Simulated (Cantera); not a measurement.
A freely propagating, adiabatic, planar premixed flame of 1.93 % CH4, 1.03 % C2H6, 2.23 % C3H8, 19.9 % O2, 74.9 % N2, unburnt at 398 K and 7.20 bar; mixture-averaged transport, grid criteria slope 0.08 and curve 0.16, no radiation.

Computed with Cantera and GRI-Mech 3.0 (53 species, 325 reactions). GRI-Mech 3.0 was tuned for natural gas; its chemistry of propane as a main component is partial and can be far from experiment. Burning velocities carry a grid error of a few per cent, more on coarse grids.

Question: Predict: laminar burning velocity; thermal thickness; peak x(C2H4); peak x(CH3).

Answer: 
| Quantity | Result |
|---|---|
| laminar burning velocity | 37.1 cm/s |
| thermal thickness | 0.0772 mm |
| peak x(C2H4) | 0.00597 |
| peak x(CH3) | 0.00109 |
